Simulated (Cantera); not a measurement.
A Cantera script and its output.

```python
import numpy as np
import cantera as ct

gas = ct.Solution("gri30.yaml")
gas.TPX = 1375, 1200000, {'CH3OH': 1, 'O2': 1.72, 'N2': 6.48, 'H2O': 0.39}
reactor = ct.IdealGasReactor(gas, energy="on", clone=False)
net = ct.ReactorNet([reactor])
net.rtol, net.atol = 1e-08, 1e-16
show = ['CH3OH', 'O2', 'N2O', 'C2H6', 'H2', 'C2H2', 'CH4']
times = np.geomspace(3e-06, 6, 13)

steps = ct.SolutionArray(gas, extra=["t"])
rows = []
print(f"{'t/s':>10s}{'T/K':>9s}{'P/Pa':>11s}" + "".join(f"{s:>11s}" for s in show))
for t in times:
    while net.time < t:
        t_next = net.step()
        steps.append(gas.state, t=t_next)
    rows.append([np.interp(t, steps.t, y) for y in (steps.T, steps.P, *steps(*show).X.T)])
    print(f"{t:10.3e}{rows[-1][0]:9.1f}{rows[-1][1]:11.4g}" + "".join(f"{x:11.3e}" for x in rows[-1][2:]))
rate = np.gradient(steps.T, steps.t)
print("integrator steps:", len(steps.t))
if steps.T.max() > steps.T[0] + 200:
    print(f"time of steepest temperature rise: {steps.t[rate.argmax()]:.4e} s")
gas.TPX = 1375, 1200000, {'CH3OH': 1, 'O2': 1.72, 'N2': 6.48, 'H2O': 0.39}
gas.equilibrate("UV")
print(f"equilibrium (UV): T = {gas.T:.1f} K  " + "  ".join(f"{s} {gas[s].X[0]:.3e}" for s in show))
```

Result:

```
       t/s      T/K       P/Pa      CH3OH         O2        N2O       C2H6         H2       C2H2        CH4
 3.000e-06   1375.0    1.2e+06  1.043e-01  1.793e-01  1.291e-11  1.388e-09  4.980e-06  5.344e-14  1.350e-06
 1.005e-05   1375.0    1.2e+06  1.042e-01  1.793e-01  1.588e-10  8.582e-09  2.066e-05  1.842e-13  6.487e-06
 3.367e-05   1375.5  1.201e+06  1.038e-01  1.791e-01  1.864e-09  2.447e-08  1.529e-04  6.965e-13  2.062e-05
 1.128e-04   2961.3  2.787e+06  1.174e-14  3.011e-02  3.365e-06  9.420e-27  9.117e-03  3.270e-17  3.890e-14
 3.780e-04   2941.9  2.768e+06  1.241e-14  2.560e-02  3.621e-06  1.109e-26  9.301e-03  3.369e-17  4.282e-14
 1.266e-03   2941.6  2.767e+06  1.242e-14  2.553e-02  3.628e-06  1.112e-26  9.304e-03  3.370e-17  4.289e-14
 4.243e-03   2941.6  2.767e+06  1.242e-14  2.553e-02  3.628e-06  1.112e-26  9.304e-03  3.370e-17  4.289e-14
 1.421e-02   2941.6  2.767e+06  1.242e-14  2.553e-02  3.628e-06  1.112e-26  9.304e-03  3.370e-17  4.289e-14
 4.762e-02   2941.6  2.767e+06  1.242e-14  2.553e-02  3.628e-06  1.112e-26  9.304e-03  3.370e-17  4.289e-14
 1.595e-01   2941.6  2.767e+06  1.242e-14  2.553e-02  3.628e-06  1.112e-26  9.304e-03  3.370e-17  4.289e-14
 5.345e-01   2941.6  2.767e+06  1.242e-14  2.553e-02  3.628e-06  1.112e-26  9.304e-03  3.370e-17  4.289e-14
 1.791e+00   2941.6  2.767e+06  1.242e-14  2.553e-02  3.628e-06  1.112e-26  9.304e-03  3.370e-17  4.289e-14
 6.000e+00   2941.6  2.767e+06  1.242e-14  2.553e-02  3.628e-06  1.112e-26  9.304e-03  3.370e-17  4.289e-14
integrator steps: 1869
time of steepest temperature rise: 9.3952e-05 s
equilibrium (UV): T = 2941.6 K  CH3OH 1.297e-14  O2 2.553e-02  N2O 3.628e-06  C2H6 1.645e-26  H2 9.304e-03  C2H2 3.632e-17  CH4 5.414e-14
```

Detailed kinetics in Cantera: GRI-Mech 3.0 (53 species, 325 reactions). GRI-Mech 3.0 was tuned for natural gas; its chemistry of methanol as a main component is partial and can be far from experiment. The pressure lies above the range GRI-Mech 3.0 was tuned for (to about 10 atm).
